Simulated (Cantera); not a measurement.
**Silicon oxide and oxynitride deposition: Si2H6 + CO2 + N2**

A closed system holds: 1 mol Si2H6, 0.11 mol CO2, 23 mol N2, equilibrated at 0.00133 bar.

Method: chemical equilibrium by Gibbs-energy minimisation in Cantera with the NASA 1993 tables (ideal gas, pure condensed phases). Candidate condensed phases: C, C6H6, C7H8, C8H18, H2O, Si, SiC, SiO2, Si2N2O, Si3N4; 151 gas species. The feed counts by its element totals alone. Mutual solubility and eutectic melting of coexisting phases are not modelled. The tables' values for SiN are old estimates; treat these amounts as uncertain. Gases not in the tables: Si2H6 and higher silanes. Equilibrium is a limit: real reactors are often held back by kinetics, nucleation or transport.

```csv
T (°C),log p N2,log p H2,log p Si,log p H,log p SiO,log p CO,n SiC(s),n Si2N2O(s),n Si3N4(s),n Si(l)
1275,-2.93,-3.79,-8.16,-6.41,-5.90,-6.07,0.0937,0.181,0.507,0
1325,-2.93,-3.80,-7.43,-6.17,-5.30,-5.91,0.0865,0.102,0.538,0
1375,-2.94,-3.80,-6.75,-5.95,-4.97,-6.00,0.0909,0,0.568,0
1425,-2.93,-3.82,-6.18,-5.75,-4.97,-6.25,0.0984,0,0,1.68
1475,-2.93,-3.82,-5.84,-5.55,-4.98,-6.11,0.0937,0,0,1.67
1525,-2.93,-3.82,-5.51,-5.37,-5.00,-5.98,0.0876,0,0,1.64
1575,-2.94,-3.83,-5.20,-5.19,-5.01,-5.87,0.0793,0,0,1.59
1625,-2.94,-3.84,-4.91,-5.03,-5.03,-5.76,0.0680,0,0,1.47
1675,-2.94,-3.85,-4.63,-4.87,-5.06,-5.67,0.0517,0,0,1.25
1725,-2.95,-3.86,-4.37,-4.73,-5.09,-5.59,0.0260,0,0,0.829
1775,-2.96,-3.89,-4.12,-4.59,-5.11,-5.57,0,0,0,0.0464
1825,-2.97,-3.91,-4.09,-4.47,-5.16,-5.46,0,0,0,0
1875,-2.97,-3.93,-4.08,-4.35,-5.21,-5.38,0,0,0,0
```
log p: log10 of the partial pressure in bar; n: condensed amount in mol.

From 1275 °C to 1325 °C the condensed part is SiC(s) + Si2N2O(s) + Si3N4(s). At 1375 °C the condensed part is SiC(s) + Si3N4(s). From 1425 °C to 1725 °C the condensed part is Si(l) + SiC(s). At 1775 °C the condensed part is Si(l). From 1825 °C to 1875 °C nothing is condensed. The main Si-bearing gas is SiO at 1275 °C and Si at 1875 °C.
